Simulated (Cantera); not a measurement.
Hydrogen reduction and annealing atmospheres: ZrO₂ + H₂ + N₂

A closed system holds: 1 mol ZrO₂, 600 mol H₂, 4.1 mol N₂, held at 23.0 Pa.

Method: chemical equilibrium by Gibbs-energy minimisation in Cantera with the NASA 1993 tables (ideal gas, pure condensed phases). Candidate condensed phases: H₂O, Zr, ZrN, ZrO₂; 28 gas species. Mutual solubility and eutectic melting of coexisting phases are not modelled. ZrN: taken at fixed stoichiometry. Condensed phases not in the tables: solid solutions among these carbides, nitrides and lower oxides. Kinetics and transport are ignored.

From 1375 K to 1475 K the condensed part is ZrN(s) + ZrO₂(monoclinic). From 1525 K to 1675 K the condensed part is ZrN(s) + ZrO₂(tetragonal).

```
T (K)   x H₂       x H     x N₂    x H₂O     x ZrO  n ZrN(s)  n ZrO₂(monoclinic)  n ZrO₂(tetragonal)
-----  -----  --------  -------  -------  --------  --------  ------------------  ------------------
1375   0.993  0.000225  0.00679  4.31e-7    <1e-12  0.000130               1.000                   0
1425   0.993  0.000448  0.00679  6.11e-7    <1e-12  0.000185               1.000                   0
1475   0.992  0.000852  0.00678  8.45e-7  1.05e-12  0.000255               1.000                   0
1525   0.992   0.00155  0.00678  1.13e-6  8.92e-12  0.000343                   0               1.000
1575   0.990   0.00273  0.00678  1.49e-6  6.60e-11  0.000452                   0               1.000
1625   0.989   0.00463  0.00677  1.93e-6  4.31e-10  0.000585                   0               0.999
1675   0.986   0.00760  0.00676  2.45e-6   2.51e-9  0.000744                   0               0.999
```
x: gas mole fraction; n: condensed amount in mol.
